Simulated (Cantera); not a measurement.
An adiabatic, constant-volume homogeneous reactor starts with CH₃OH : O₂ : N₂ : H₂O = 1 : 1.07 : 4.03 : 0.39 (molar parts), at 1575 K and 195 Torr. Integrator tolerance rtol = 1e-08.

Cantera simulation using GRI-Mech 3.0 (53 species, 325 reactions); the numbers are that mechanism's predictions, not measurements. GRI-Mech 3.0 was tuned for natural gas; its chemistry of methanol as a main component is partial and can be far from experiment.

Problem. What does this change do: pressure from 195 Torr to 1430 Torr?

Solution. 
```csv
quantity,before,after
time of steepest temperature rise,0.275 ms,43.4 µs
temperature at 3.00 s,2752 K,2927 K
equilibrium temperature,2752 K,2927 K
x(CH₃OH) at 3.00 s,<1e-12 (gas-phase equilibrium <1e-12),<1e-12 (gas-phase equilibrium <1e-12)
x(O₂) at 3.00 s,0.00907 (gas-phase equilibrium 0.00907),0.00574 (gas-phase equilibrium 0.00574)
x(H₂O) at 3.00 s,0.227 (gas-phase equilibrium 0.227),0.241 (gas-phase equilibrium 0.241)
x(H₂) at 3.00 s,0.0587 (gas-phase equilibrium 0.0587),0.0546 (gas-phase equilibrium 0.0546)
x(C₂H₆) at 3.00 s,<1e-12 (gas-phase equilibrium <1e-12),<1e-12 (gas-phase equilibrium <1e-12)
x(CH₂) at 3.00 s,<1e-12 (gas-phase equilibrium <1e-12),1.51e-12 (gas-phase equilibrium 1.60e-12)
```
